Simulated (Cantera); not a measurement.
Moist CO burnout

An isothermal, constant-pressure homogeneous reactor starts with CO : O2 : H2O : N2 = 0.0081 : 0.023 : 0.00087 : 1 (molar parts), equivalence ratio 0.18, at 1050 K and 0.257 atm.

Detailed kinetics in Cantera: GRI-Mech 3.0 (53 species, 325 reactions).

```json
[
 {"t (s)": "7.00e-5", "x CO": "0.00785", "x O2": "0.0223", "x H2O": "0.000843", "x OH": "<1e-12", "x H": "<1e-12"},
 {"t (s)": "0.000254", "x CO": "0.00785", "x O2": "0.0223", "x H2O": "0.000843", "x OH": "<1e-12", "x H": "<1e-12"},
 {"t (s)": "0.000921", "x CO": "0.00785", "x O2": "0.0223", "x H2O": "0.000843", "x OH": "<1e-12", "x H": "<1e-12"},
 {"t (s)": "0.00334", "x CO": "0.00785", "x O2": "0.0223", "x H2O": "0.000843", "x OH": "7.10e-12", "x H": "6.36e-12"},
 {"t (s)": "0.0121", "x CO": "0.00785", "x O2": "0.0223", "x H2O": "0.000843", "x OH": "6.22e-11", "x H": "5.92e-11"},
 {"t (s)": "0.0439", "x CO": "0.00785", "x O2": "0.0223", "x H2O": "0.000843", "x OH": "2.88e-9", "x H": "2.77e-9"},
 {"t (s)": "0.159", "x CO": "0.00463", "x O2": "0.0206", "x H2O": "0.000811", "x OH": "1.32e-5", "x H": "2.53e-5"},
 {"t (s)": "0.578", "x CO": "0.000488", "x O2": "0.0187", "x H2O": "0.000841", "x OH": "4.68e-6", "x H": "1.06e-6"},
 {"t (s)": "2.10", "x CO": "3.71e-5", "x O2": "0.0185", "x H2O": "0.000845", "x OH": "1.44e-6", "x H": "2.53e-8"},
 {"t (s)": "7.60", "x CO": "2.18e-6", "x O2": "0.0184", "x H2O": "0.000846", "x OH": "4.31e-7", "x H": "4.74e-10"},
 {"t (s)": "27.6", "x CO": "1.06e-7", "x O2": "0.0184", "x H2O": "0.000846", "x OH": "1.28e-7", "x H": "9.38e-12"},
 {"t (s)": "100", "x CO": "2.42e-9", "x O2": "0.0184", "x H2O": "0.000846", "x OH": "6.02e-8", "x H": "<1e-12"}
]
```
x: mole fraction; the columns are a selection and need not sum to one.

Equilibrium at this temperature and pressure: CO 3.52e-11, O2 0.0184, H2O 0.000846, OH 2.05e-8, H <1e-12 (gas phase only).
